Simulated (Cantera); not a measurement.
Predominance diagram of Ca at 1377 °C against the partial pressures of O2 and Cl2 (log10, bar). Source: NASA polynomial tables (part measured, part estimated), evaluated in Cantera. Candidates: Ca(l), CaCl2(l), CaO(s). Only these pure phases compete in this equilibrium. Not in the tables: oxide halides.

Q: Which phase is stable at these pairs, and which metal-bearing vapour leads over it? (-22.3, -13.5); (-12.5, -19.8); (-18.6, -23.9); (-15, -7.3); (-15, -13.5); (-24.8, -1.1); (-17.4, -23.9)

A: 
```csv
log p(O2),log p(Cl2),phase,chief vapour,log p (bar)
-22.3,-13.5,CaCl2(l),CaCl2,-2.0
-12.5,-19.8,CaO(s),Ca,-8.6
-18.6,-23.9,CaO(s),Ca,-5.6
-15,-7.3,CaCl2(l),CaCl2,-2.0
-15,-13.5,CaO(s),CaCl2,-4.7
-24.8,-1.1,CaCl2(l),CaCl2,-2.0
-17.4,-23.9,CaO(s),Ca,-6.2
```
